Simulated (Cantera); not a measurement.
Mixture: 9.24 % CH₄, 5.55 % CO, 15.2 % O₂, 57.1 % N₂, 12.9 % CO₂, at 750 Torr, adiabatic and at constant volume. Ignition delay is the time to a rise of 400 K.

Cantera simulation using GRI-Mech 3.0 (53 species, 325 reactions); the numbers are that mechanism's predictions, not measurements.

Question: Predict: delay at 1198 K; delay at 1248 K; delay at 1298 K; delay at 1348 K; delay at 1398 K; delay at 1448 K; apparent activation energy between 1348 and 1448 K.

Answer: 
```
Property                                                Result
--------------------------------------------------  ----------
delay at 1198 K                                        95.6 ms
delay at 1248 K                                        44.5 ms
delay at 1298 K                                        21.5 ms
delay at 1348 K                                        10.8 ms
delay at 1398 K                                        5.63 ms
delay at 1448 K                                        3.05 ms
apparent activation energy between 1348 and 1448 K  210 kJ/mol
```
